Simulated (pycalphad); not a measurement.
An equivalent pycalphad script:

```python
from pycalphad import Database, equilibrium, calculate, variables as v
import numpy as np
db = Database('COST507.tdb')
comps = ['AL', 'SI', 'FE', 'VA']
phases = ['AL13FE4', 'AL2FE', 'AL5FE2', 'AL5FE4', 'ALFESI_ALPHA', 'ALFESI_BETA', 'ALFESI_DELTA', 'ALFESI_GAMMA', 'ALFESI_TAU1', 'ALFESI_TAU3', 'BCC_B2', 'DIAMOND_A4', 'FCC_A1', 'FE2SI', 'FE5SI3', 'FESI', 'FESI2_H', 'FESI2_L', 'LIQUID']
eq = equilibrium(db, comps, phases, {v.X('SI'): 0.0058, v.X('FE'): 0.0022, v.T: np.arange(1850, 499, -40), v.P: 101325, v.N: 1}, output=['HM', 'SM'])
```

Source of the numbers: pycalphad with the COST 507 light-alloy database (1999); pressure 1 atm. These are 1990s assessments: newer ones move some temperatures and phases. Phase fractions are per mole of atoms.

Results at three of the temperatures:

```
T = 1730.00 K, P = 101325 Pa, N = 1 mol of atoms
G = -104085 J/mol, H = 54066 J/mol, S = 91.42 J/(mol K)  (SER reference)
chemical potentials (J/mol): Al -103467, Si -158634, Fe -239058
phase             fraction      x(Al)      x(Si)      x(Fe)
LIQUID              1.0000     0.9920     0.0058     0.0022
```

```
T = 1530.00 K, P = 101325 Pa, N = 1 mol of atoms
G = -86184 J/mol, H = 47718 J/mol, S = 87.52 J/(mol K)  (SER reference)
chemical potentials (J/mol): Al -85630, Si -131973, Fe -215227
phase             fraction      x(Al)      x(Si)      x(Fe)
LIQUID              1.0000     0.9920     0.0058     0.0022
```

```
T = 770.00 K, P = 101325 Pa, N = 1 mol of atoms
G = -28782 J/mol, H = 12798 J/mol, S = 54.00 J/(mol K)  (SER reference)
chemical potentials (J/mol): Al -28565, Si -24754, Fe -137546
phase             fraction      x(Al)      x(Si)      x(Fe)
FCC_A1              0.9854     0.9963     0.0037   1.49e-05
ALFESI_BETA         0.0146     0.7000     0.1500     0.1500
```

Changes of the phase set, refined by bisection:

```csv
T (K),phases above,phases below
928.5,LIQUID,FCC_A1 + LIQUID
915.7,FCC_A1 + LIQUID,AL13FE4 + FCC_A1 + LIQUID
904.9,AL13FE4 + FCC_A1 + LIQUID,ALFESI_ALPHA + FCC_A1 + LIQUID
897.9,ALFESI_ALPHA + FCC_A1 + LIQUID,ALFESI_ALPHA + FCC_A1
864.4,ALFESI_ALPHA + FCC_A1,ALFESI_ALPHA + ALFESI_BETA + FCC_A1
827.4,ALFESI_ALPHA + ALFESI_BETA + FCC_A1,ALFESI_BETA + FCC_A1
703.4,ALFESI_BETA + FCC_A1,ALFESI_BETA + DIAMOND_A4 + FCC_A1
```

Database names, with the compositions (at.%) that they take in these runs: ALFESI_ALPHA: Al 73 Fe 19 Si 8; ALFESI_BETA: Al 70 Si 15 Fe 15. FCC_A1 is fcc; DIAMOND_A4 is diamond (Si).
